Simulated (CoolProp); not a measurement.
Vapour-liquid equilibrium of benzene (1) + octamethylcyclotetrasiloxane (D4) (2) at 29.5 kPa; x and y are mole fractions of (1).

Model: multi-fluid Helmholtz-energy mixture model, Thol 2012 and Thol 2015; pair parameters Bell 2016, in CoolProp.

```json
[
 {"x": "0.05", "bubble temperature (K)": "393.1", "y at the bubble point": "0.387", "dew temperature at overall composition x (K)": "404.7", "liquid density (mol/L)": "2.949"},
 {"x": "0.125", "bubble temperature (K)": "375.9", "y at the bubble point": "0.706", "dew temperature at overall composition x (K)": "402.5", "liquid density (mol/L)": "3.228"},
 {"x": "0.2", "bubble temperature (K)": "362.5", "y at the bubble point": "0.848", "dew temperature at overall composition x (K)": "400.1", "liquid density (mol/L)": "3.522"},
 {"x": "0.275", "bubble temperature (K)": "352.6", "y at the bubble point": "0.913", "dew temperature at overall composition x (K)": "397.5", "liquid density (mol/L)": "3.835"},
 {"x": "0.35", "bubble temperature (K)": "345.2", "y at the bubble point": "0.946", "dew temperature at overall composition x (K)": "394.6", "liquid density (mol/L)": "4.176"},
 {"x": "0.425", "bubble temperature (K)": "339.6", "y at the bubble point": "0.964", "dew temperature at overall composition x (K)": "391.5", "liquid density (mol/L)": "4.554"},
 {"x": "0.5", "bubble temperature (K)": "335.3", "y at the bubble point": "0.975", "dew temperature at overall composition x (K)": "388.1", "liquid density (mol/L)": "4.983"},
 {"x": "0.575", "bubble temperature (K)": "331.8", "y at the bubble point": "0.982", "dew temperature at overall composition x (K)": "384.2", "liquid density (mol/L)": "5.476"},
 {"x": "0.65", "bubble temperature (K)": "328.8", "y at the bubble point": "0.987", "dew temperature at overall composition x (K)": "379.8", "liquid density (mol/L)": "6.052"},
 {"x": "0.725", "bubble temperature (K)": "326.1", "y at the bubble point": "0.991", "dew temperature at overall composition x (K)": "374.5", "liquid density (mol/L)": "6.735"},
 {"x": "0.8", "bubble temperature (K)": "323.6", "y at the bubble point": "0.994", "dew temperature at overall composition x (K)": "367.9", "liquid density (mol/L)": "7.561"},
 {"x": "0.875", "bubble temperature (K)": "321.3", "y at the bubble point": "0.997", "dew temperature at overall composition x (K)": "358.9", "liquid density (mol/L)": "8.577"},
 {"x": "0.95", "bubble temperature (K)": "319.2", "y at the bubble point": "0.999", "dew temperature at overall composition x (K)": "344.1", "liquid density (mol/L)": "9.857"}
]
```

No azeotrope shows between x = 0.05 and 0.95.

The pair parameters rest on a limited set of measurements; away from them the model extrapolates. The gap from Raoult's law changes sign with composition, which may be real or a fault of the pair parameters; it wasn't checked against measurements.
